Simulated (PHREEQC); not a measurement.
1 kg of water holding 17 mmol/kgw KCl and 47 mmol/kgw NaCl meets 20 L of dry gas (O2 1 by moles) at fixed total pressure, at 1 atm; fugacities by Peng-Robinson. The gases take part in no redox reaction, some water evaporates into the gas, and hydrates or a liquid gas phase aren't modelled. Nothing may precipitate in this run.

Computed with PHREEQC (ion-association model, phreeqc.dat).

```json
[
 {"T (°C)": "10", "dissolved O2 (mol/kgw)": "0.00167", "φ of O2": "0.999"},
 {"T (°C)": "20", "dissolved O2 (mol/kgw)": "0.00134", "φ of O2": "0.999"},
 {"T (°C)": "30", "dissolved O2 (mol/kgw)": "0.00112", "φ of O2": "0.999"},
 {"T (°C)": "40", "dissolved O2 (mol/kgw)": "0.000946", "φ of O2": "0.999"},
 {"T (°C)": "50", "dissolved O2 (mol/kgw)": "0.000807", "φ of O2": "0.999"},
 {"T (°C)": "60", "dissolved O2 (mol/kgw)": "0.000682", "φ of O2": "1.000"},
 {"T (°C)": "70", "dissolved O2 (mol/kgw)": "0.000556", "φ of O2": "1.000"},
 {"T (°C)": "80", "dissolved O2 (mol/kgw)": "0.000413", "φ of O2": "1.001"}
]
```

Species that the database lacks are ignored. Away from 25 °C the constants follow the database's enthalpies or fits; those with neither stay at their 25 °C values.
